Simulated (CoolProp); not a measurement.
Vapour-liquid equilibrium of p-xylene (1) + n-undecane (2) at 0.0579 MPa; x and y are mole fractions of (1).

The numbers come from the multi-fluid Helmholtz-energy mixture model, Zhou 2012 and Aleksandrov 2011; pair parameters Bell 2016 in CoolProp.

| x | bubble temperature (°C) | y at the bubble point | dew temperature at overall composition x (°C) | liquid density (mol/L) |
|---|---|---|---|---|
| 0.05 | 169.3 | 0.167 | 172.8 | 4.074 |
| 0.125 | 162.6 | 0.364 | 170.6 | 4.255 |
| 0.2 | 156.5 | 0.512 | 168.3 | 4.443 |
| 0.275 | 151.0 | 0.625 | 165.7 | 4.639 |
| 0.35 | 146.2 | 0.712 | 163.1 | 4.845 |
| 0.425 | 141.7 | 0.779 | 160.2 | 5.061 |
| 0.5 | 137.8 | 0.832 | 157.0 | 5.290 |
| 0.575 | 134.1 | 0.874 | 153.6 | 5.532 |
| 0.65 | 130.8 | 0.908 | 149.7 | 5.791 |
| 0.725 | 127.8 | 0.935 | 145.3 | 6.067 |
| 0.8 | 125.0 | 0.957 | 140.2 | 6.364 |
| 0.875 | 122.4 | 0.976 | 134.0 | 6.683 |
| 0.95 | 120.0 | 0.991 | 126.0 | 7.028 |

No azeotrope shows between x = 0.05 and 0.95.

Pair parameters are fitted to limited data, so mixtures are less certain than the pure fluids.
